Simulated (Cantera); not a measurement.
Input: 1 mol TEOS, 0.78 mol O3, 20 mol N2, 2.5 mol CO2, equilibrated at 13.3 mbar.

Equilibrium computed with Cantera from the NASA thermochemical tables; the gas is ideal and each condensed phase is pure. Candidate condensed phases: C, C6H6, C7H8, C8H18, H2O, Si, SiC, SiO2, Si2N2O, Si3N4; 151 gas species. The feed counts by its element totals alone. N2 is the only nitrogen source here; it is nearly inert below about 1500 K, so the nitride shown seldom forms there in practice. Mutual solubility and eutectic melting of coexisting phases are not modelled. The tables hold silica as quartz up to 1696 K and as liquid above; real silica turns to tridymite and cristobalite and melts near 1996 K. Equilibrium is a limit: real reactors are often held back by kinetics, nucleation or transport.

Question: Which condensed phases are stable at each of these points (T (°C)): 677, 752, 827, 902, 977, 1052, 1127, 1202, 1277, 1352, 1427, 1502, 1577, 1652?

Answer: 
```json
[
 {"T (°C)": "677", "condensed phases": "C(graphite) + SiO2(β-quartz)", "Si condensed (%)": "100.0"},
 {"T (°C)": "752", "condensed phases": "C(graphite) + SiO2(β-quartz)", "Si condensed (%)": "100.0"},
 {"T (°C)": "827", "condensed phases": "C(graphite) + SiO2(β-quartz)", "Si condensed (%)": "100.0"},
 {"T (°C)": "902", "condensed phases": "C(graphite) + SiO2(β-quartz)", "Si condensed (%)": "100.0"},
 {"T (°C)": "977", "condensed phases": "SiO2(β-quartz) + Si2N2O(s)", "Si condensed (%)": "100.0"},
 {"T (°C)": "1052", "condensed phases": "SiO2(β-quartz) + Si2N2O(s)", "Si condensed (%)": "100.0"},
 {"T (°C)": "1127", "condensed phases": "SiO2(β-quartz) + Si2N2O(s)", "Si condensed (%)": "99.8"},
 {"T (°C)": "1202", "condensed phases": "SiO2(β-quartz) + Si2N2O(s)", "Si condensed (%)": "98.2"},
 {"T (°C)": "1277", "condensed phases": "SiO2(β-quartz) + Si2N2O(s)", "Si condensed (%)": "86.8"},
 {"T (°C)": "1352", "condensed phases": "Si2N2O(s)", "Si condensed (%)": "32.2"},
 {"T (°C)": "1427", "condensed phases": "SiC(s) + Si2N2O(s)", "Si condensed (%)": "25.6"},
 {"T (°C)": "1502", "condensed phases": "SiC(s)", "Si condensed (%)": "7.0"},
 {"T (°C)": "1577", "condensed phases": "SiC(s)", "Si condensed (%)": "6.3"},
 {"T (°C)": "1652", "condensed phases": "SiC(s)", "Si condensed (%)": "5.2"}
]
```

From 677 °C to 902 °C the condensed part is C(graphite) + SiO2(β-quartz). From 977 °C to 1277 °C the condensed part is SiO2(β-quartz) + Si2N2O(s). At 1352 °C the condensed part is Si2N2O(s). At 1427 °C the condensed part is SiC(s) + Si2N2O(s). From 1502 °C to 1652 °C the condensed part is SiC(s).
